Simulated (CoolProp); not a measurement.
A closed Brayton cycle with carbon dioxide: compressor inlet 310.15 K and 9 MPa, high pressure 16.6 MPa, turbine inlet 700 K, compressor efficiency 0.85, turbine efficiency 0.93, recuperator effectiveness 0.95 (on enthalpy, no pinch check). Each further row changes one setting.

Computed with CoolProp (reference Helmholtz-energy equation of state, Span 1996).

```tsv
case	thermal efficiency (%)	net work (kJ/kg)	compressor to turbine work	compressor exit (K)	turbine exit (K)
as stated	29.0	57.4	0.19	329.5	630.5
turbine inlet 650 K	27.2	51.3	0.21	329.5	583.2
compressor inlet 320.15 K	29.7	47.3	0.33	363.1	630.5
high pressure 14.1 MPa	25.7	43.6	0.18	324.1	648.8
recuperator effectiveness 0.5	15.5	57.4	0.19	329.5	630.5
```
